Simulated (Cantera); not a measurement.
Feed: 1 mol BN, 0.52 mol O₂, 71 mol N₂, 0.99 mol H₂O, equilibrated at 2048.15 K and 2.10 Pa.

Cantera equilibrium calculation (NASA polynomials, part measured and part estimated; ideal gas, pure solids and liquids). Candidate condensed phases: B, BN, B₂O₃, B₃O₃H₃, H₂O; 39 gas species. Kinetics and transport are ignored.

Base state: N₂ 0.958, H 0.0198, BO 0.00703, O 0.00535, BO₂ 0.00290, HBO₂ 0.00183, H₂ 0.00164, B₂O₃ 0.000803 (mole fractions); condensed: gas only.

**Question.** What changes in the equilibrium state with this change: pressure from 2.10 Pa to 1330 Pa?

**Answer.** 
```
species    before     after
-------  --------  --------
N₂          0.958     0.978
HBO₂      0.00183   0.00815
H₂        0.00164   0.00555
H          0.0198   0.00145
BO        0.00703  0.000344
O         0.00535   1.66e-5
O₂       0.000653   3.98e-6
NO       0.000536   4.23e-5
BO₂       0.00290  0.000279
OH       0.000615   8.82e-5
```

**Question.** What changes in the equilibrium state with this change: temperature from 2048.15 K to 1025 K?

**Answer.** 
| species | before | after |
|---|---|---|
| N₂ | 0.958 | 0.986 |
| H₂O | 0.000468 | 0.00691 |
| H₂ | 0.00164 | 0.00634 |
| H | 0.0198 | 7.57e-8 |
| BO | 0.00703 | <1e-9 |
| HBO₂ | 0.00183 | 0.000792 |
| O | 0.00535 | <1e-9 |
| BO₂ | 0.00290 | <1e-9 |
| B₂O₃(l), mol | 0 | 0.471 |
